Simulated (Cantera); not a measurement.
Feed: 1 mol CH3Cl, 0.038 mol HCl, 0.31 mol H2, 0.02 mol CH4, at 2550 °C and 1000 Pa.

Method: chemical equilibrium by Gibbs-energy minimisation in Cantera with the NASA 1993 tables (ideal gas, pure condensed phases). Candidate condensed phases: C, C6H6, C7H8, C8H18; 91 gas species. Kinetics and transport are ignored.

Base state: H 0.438, H2 0.245, Cl 0.166, HCl 0.134, C2H2 (acetylene) 0.00880, C3 0.00418, C2H 0.00207, C 0.000846 (mole fractions); condensed: C(graphite).

**Question.** What changes in the equilibrium state with this change: pressure from 1000 Pa to 630 Pa?

**Answer.** 
| species | before | after |
|---|---|---|
| H | 0.438 | 0.499 |
| H2 | 0.245 | 0.200 |
| Cl | 0.166 | 0.179 |
| HCl | 0.134 | 0.104 |
| C5 | 4.33e-5 | 6.87e-5 |
| C4 | 8.27e-6 | 1.31e-5 |
| C2 | 0.000410 | 0.000651 |
| C3 | 0.00418 | 0.00664 |
| C | 0.000846 | 0.00134 |
| C(graphite), mol | 0.892 | 0.863 |
